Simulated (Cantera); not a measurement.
Charge: 1 mol SiH4, 0.64 mol NH3, 2.2 mol N2, at 0.00133 bar.

Method: chemical equilibrium by Gibbs-energy minimisation in Cantera with the NASA 1993 tables (ideal gas, pure condensed phases). Candidate condensed phases: Si, Si3N4; 18 gas species. Equilibrium is a limit: real reactors are often held back by kinetics, nucleation or transport.

Question: At 1523 K, list the 3 most abundant gas species with their mole fractions, and the condensed phases.

Answer: H2 0.615, N2 0.385, H 0.000496. Condensed: Si3N4(s).
